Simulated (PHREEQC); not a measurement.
0.48 g of hydrous ferric oxide (600 m²/g; 0.2 weak and 0.005 strong sites per Fe, Dzombak-Morel constants, diffuse double layer) in 1 kg of water with 0.1 mol/kgw of an inert sodium salt and 2.1e-06 mol/kgw CaCl2, 0.00033 mol/kgw SrCl2 and 2.6e-05 mol/kgw CuCl2, at 25 °C; the pH is set by adding NaOH or the inert anion's acid. O2 is buffered at 0.21 atm. CO2 from the air is kept out. Precipitation was switched off in this run.

Base run: PHREEQC, ion-association model, wateq4f.dat. Each further column changes one thing. The table gives Sr sorbed (%).

| pH | base | no electrostatic term (-no_edl) | background salt from 0.1 to 0.01 mol/kgw | oxide from 0.48 to 2.4 g/kgw |
|---|---|---|---|---|
| 4 | 0.0 | 0.1 | 0.0 | 0.0 |
| 4.67 | 0.0 | 0.2 | 0.0 | 0.0 |
| 5.33 | 0.0 | 0.4 | 0.0 | 0.0 |
| 6 | 0.0 | 1.4 | 0.0 | 0.2 |
| 6.67 | 0.1 | 3.3 | 0.1 | 1.7 |
| 7.33 | 1.1 | 5.0 | 1.2 | 10.8 |
| 8.67 | 13.7 | 8.1 | 18.3 | 56.7 |
| 9.33 | 43.1 | 9.9 | 55.3 | 90.8 |
| 10 | 78.3 | 10.4 | 88.5 | 99.1 |
| 10.67 | 94.6 | 12.4 | 98.7 | 99.9 |
| 11.33 | 98.7 | 21.1 | 99.8 | 100.0 |
| 12 | 99.5 | 44.7 | 100.0 | 100.0 |

In at least one series the solution becomes supersaturated in solids that the run did not let form, among them Cu(OH)2. The database's constant for dissolved Cu(OH)2 is higher than later reviews accept.
